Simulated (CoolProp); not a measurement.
A simple Rankine cycle with fluoroethane (R161): condensing at 303.15 K, boiler at 3.68 MPa, turbine inlet 364 K, turbine efficiency 0.85, pump efficiency 0.6, no recuperator. Each further row changes one setting.

The numbers come from the reference Helmholtz-energy equation of state, Wu 2012 in CoolProp.

| case | thermal efficiency (%) | net work (kJ/kg) | heat in (kJ/kg) | turbine exit temperature (K) | volume ratio over the turbine |
|---|---|---|---|---|---|
| as stated | 10.1 | 34.8 | 344 | 303.1 | 3.76 |
| turbine inlet 384 K | 10.9 | 43.3 | 399 | 318.4 | 3.49 |
| condensing temperature 295.15 K | 11.5 | 41.7 | 363 | 295.2 | 4.66 |
| boiler pressure 2.58 MPa | 8.3 | 32.1 | 388 | 319.0 | 2.41 |
| turbine efficiency 0.75 | 8.7 | 30.0 | 344 | 303.1 | 3.82 |

The expansion ends wet for: as stated; condensing temperature 295.15 K; turbine efficiency 0.75.
